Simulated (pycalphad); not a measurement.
CALPHAD calculation (pycalphad, COST 507 light-alloy database (1999)), 1 atm. The database dates from 1999; later assessments differ in places, in temperatures and in the compounds included. Phase fractions are per mole of atoms.

Q: Give the equilibrium state of Al-1.28C (at.%) at 1427 °C.

A: 
```
T = 1700.00 K, P = 101325 Pa, N = 1 mol of atoms
G = -100234 J/mol, H = 51982 J/mol, S = 89.54 J/(mol K)  (SER reference)
chemical potentials (J/mol): Al -100647, C -68408
phase             fraction      x(Al)       x(C)
LIQUID              0.9731     0.9987     0.0013
AL4C3               0.0269     0.5714     0.4286
```

Q: Give the equilibrium state of Al-1.28C (at.%) at 377 °C.

A: FCC_A1, fraction 0.970, with <0.01 C at.%; AL4C3, fraction 0.030, with 42.9 C at.%.

Database names, with the compositions (at.%) that they take in these runs: AL4C3: Al 57 C 43. FCC_A1 is fcc.
